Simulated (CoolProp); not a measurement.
Computed with CoolProp (reference Helmholtz-energy equation of state, Setzmann 1991).

Give the vapour pressure (MPa), liquid cp (kJ/(kg K)), surface tension (mN/m), vapour viscosity (µPa s) of saturated methane at 113.6, 129.5, 145.5 K.


| T (K) | p (MPa) | liquid cp (kJ/(kg K)) | surface tension (mN/m) | vapour viscosity (µPa s) |
|---|---|---|---|---|
| 113.6 | 0.118 | 3.50 | 12.5 | 4.33 |
| 129.5 | 0.356 | 3.65 | 9.50 | 4.97 |
| 145.5 | 0.843 | 3.93 | 6.57 | 5.66 |

Viscosity comes from a separate model (Quiñones-Cisneros 2006). Surface tension comes from a separate correlation (Mulero 2012).
